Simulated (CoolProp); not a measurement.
R11 at several states: Z from the reference equation and from simpler models built on Tc = 198.0 °C, pc = 4.408 MPa, ω = 0.189; each cubic takes its own stable root.

Computed with CoolProp (reference Helmholtz-energy equation of state, Jacobsen 1992).

```json
[
 {"T (°C)": "-43.35", "p (MPa)": "3.64", "phase": "liquid", "reference": "0.1601", "Redlich-Kwong": "0.1718", "Soave-Redlich-Kwong": "0.1700", "Peng-Robinson": "0.1513"},
 {"T (°C)": "53.65", "p (MPa)": "4.08", "phase": "liquid", "reference": "?", "Redlich-Kwong": "?", "Soave-Redlich-Kwong": "0.1536", "Peng-Robinson": "0.1359"},
 {"T (°C)": "151.85", "p (MPa)": "7.96", "phase": "liquid", "reference": "?", "Redlich-Kwong": "?", "Soave-Redlich-Kwong": "0.2889", "Peng-Robinson": "0.2568"},
 {"T (°C)": "42.55", "p (MPa)": "0.573", "phase": "liquid", "reference": "?", "Redlich-Kwong": "?", "Soave-Redlich-Kwong": "0.02214", "Peng-Robinson": "?"}
]
```

**Question.** Some entries are withheld; supply them.

**Answer.** 
- 53.65, reference: 0.1454
- 53.65, Redlich-Kwong: 0.1573
- 151.85, reference: 0.2669
- 151.85, Redlich-Kwong: 0.2950
- 42.55, reference: 0.02090
- 42.55, Redlich-Kwong: 0.02271
- 42.55, Peng-Robinson: 0.01958
